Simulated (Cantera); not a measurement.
A freely propagating, adiabatic, planar premixed flame of H2 : O2 : N2 = 1 : 0.5 : 1.88 (molar parts), equivalence ratio 1.0, unburnt at 325 K and 0.132 atm; mixture-averaged transport, grid criteria slope 0.08 and curve 0.16, no radiation.

Model: the H2/O2 subset of GRI-Mech 3.0, which has no nitrogen chemistry, integrated in Cantera. Burning velocities carry a grid error of a few per cent, more on coarse grids.

x: mole fraction of selected species; z is measured from the peak of heat release.

| z (mm) | T (K) | u (m/s) | x H2 | x O2 | x H2O2 | x O | x HO2 | x H2O |
|---|---|---|---|---|---|---|---|---|
| -16.0 | 325 | 2.23 | 0.296 | 0.148 | <1e-8 | <1e-8 | <1e-8 | <1e-8 |
| -10.6 | 325 | 2.23 | 0.296 | 0.148 | <1e-8 | <1e-8 | <1e-8 | <1e-8 |
| -7.98 | 325 | 2.23 | 0.296 | 0.148 | <1e-8 | <1e-8 | <1e-8 | <1e-8 |
| -5.32 | 325 | 2.23 | 0.296 | 0.148 | <1e-8 | <1e-8 | <1e-8 | <1e-8 |
| -2.66 | 327 | 2.24 | 0.295 | 0.148 | 6.68e-7 | 1.70e-7 | 1.31e-5 | 1.93e-5 |
| -1.33 | ___ | 3.61 | ___ | 0.145 | ___ | ___ | ___ | ___ |
| 0 | 1024 | 6.61 | 0.146 | 0.104 | 6.59e-7 | 0.00480 | 1.91e-5 | 0.107 |
| 1.33 | 1320 | 8.44 | 0.0536 | 0.0436 | 9.08e-7 | 0.0117 | 6.83e-6 | 0.215 |
| 2.66 | 1447 | 9.19 | 0.0436 | 0.0331 | 7.48e-7 | 0.0124 | 4.50e-6 | 0.233 |
| 5.32 | 1585 | 9.98 | 0.0443 | 0.0294 | 4.62e-7 | 0.0117 | 3.35e-6 | 0.242 |
| 10.6 | 1734 | 10.8 | 0.0441 | 0.0258 | 2.41e-7 | 0.0101 | 2.46e-6 | 0.251 |
| 21.3 | 1885 | 11.6 | 0.0418 | 0.0221 | 1.25e-7 | 0.00800 | 1.77e-6 | 0.263 |
| 42.5 | 2029 | 12.4 | 0.0375 | 0.0183 | 7.20e-8 | 0.00575 | 1.27e-6 | 0.277 |

Task: Fill in the missing entries.

Result: 
- -1.33, T (K): 539
- -1.33, x H2: 0.265
- -1.33, x H2O2: 3.74e-5
- -1.33, x O: 8.72e-5
- -1.33, x HO2: 7.53e-5
- -1.33, x H2O: 0.0144
